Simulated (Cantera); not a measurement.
Mixture: CH4 : CO : O2 : N2 : H2O = 1 : 0.03 : 2.88 : 10.8 : 1.2 (molar parts), at 0.640 bar, adiabatic and at constant volume. Ignition delay is the time to a rise of 400 K.

Model: GRI-Mech 3.0 (53 species, 325 reactions), integrated in Cantera.

What does this change do: CH4 1 to 2.7 parts?


```csv
quantity,before,after
delay at 1198 K,66.1 ms,0.112 s
delay at 1348 K,8.78 ms,14.5 ms
delay at 1498 K,1.63 ms,2.42 ms
delay at 1648 K,0.437 ms,0.556 ms
apparent activation energy between 1573 and 1723 K,170 kJ/mol,200 kJ/mol
```
